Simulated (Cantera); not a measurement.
Charge: 1 mol SiO2, 4.2 mol N2, held at 14.0 mbar.

Cantera equilibrium calculation (NASA polynomials, part measured and part estimated; ideal gas, pure solids and liquids). Candidate condensed phases: Si, SiO2, Si2N2O, Si3N4; 16 gas species. The tables hold silica as quartz up to 1696 K and as liquid above; real silica turns to tridymite and cristobalite and melts near 1996 K. The numbers say what is thermodynamically allowed, not how fast it happens.

Question: Which condensed phases are stable at each of these points (T (°C)): 1200, 1350, 1500, 1650, 1800, 1950, 2100, 2250, 2400, 2550?

Answer: 
```
T (°C)  condensed phases  Si condensed (%)
------  ----------------  ----------------
1200      SiO2(β-quartz)             100.0
1350      SiO2(β-quartz)             100.0
1500     SiO2(condensed)             100.0
1650     SiO2(condensed)              99.9
1800             SiO2(l)              99.0
1950             SiO2(l)              92.6
2100             SiO2(l)              52.8
2250            gas only               0.0
2400            gas only               0.0
2550            gas only               0.0
```

From 1200 °C to 1350 °C the condensed part is SiO2(β-quartz). From 1500 °C to 1650 °C the condensed part is SiO2(condensed). From 1800 °C to 2100 °C the condensed part is SiO2(l). From 2250 °C to 2550 °C nothing is condensed.
